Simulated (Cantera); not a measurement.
A closed system holds: 1 mol SiC, a varied amount of H2O, 1.9 mol N2, at 2048.15 K and 1.80e-6 bar.

Cantera equilibrium calculation (NASA polynomials, part measured and part estimated; ideal gas, pure solids and liquids). Candidate condensed phases: C, C6H6, C7H8, C8H18, H2O, Si, SiC, SiO2, Si2N2O, Si3N4; 151 gas species. The tables' values for SiN are old estimates; treat these amounts as uncertain. Kinetics and transport are ignored.

log p: log10 of the partial pressure in bar; n: condensed amount in mol.

```
n(H2O) (mol)  log p N2  log p Si  log p H  log p CO  log p H2  log p SiC2  n C(graphite)
------------  --------  --------  -------  --------  --------  ----------  -------------
0.0025           -5.93     -6.23    -8.51     -8.81    -11.73       -7.52          0.894
0.0045           -5.93     -6.23    -8.26     -8.56    -11.22       -7.52          0.892
0.0082           -5.93     -6.24    -8.00     -8.30    -10.70       -7.52          0.888
0.015            -5.93     -6.24    -7.74     -8.04    -10.19       -7.53          0.881
0.028            -5.94     -6.24    -7.48     -7.77     -9.66       -7.53          0.868
0.05             -5.95     -6.25    -7.24     -7.53     -9.19       -7.54          0.846
0.092            -5.97     -6.27    -7.00     -7.28     -8.70       -7.56          0.803
0.17             -6.00     -6.30    -6.78     -7.05     -8.25       -7.59            [?]
0.31             -6.05     -6.35    -6.58     -6.83     -7.86       -7.64            [?]
0.56             -6.12     -6.42    -6.41     -6.65     -7.53       -7.71            [?]
1                -6.22     -6.51    -6.28     -6.50     -7.27       -9.47            [?]
```

Task: What belongs in the gaps?

Result: 
- 0.17, n C(graphite): 0.724
- 0.31, n C(graphite): 0.583
- 0.56, n C(graphite): 0.330
- 1, n C(graphite): 0
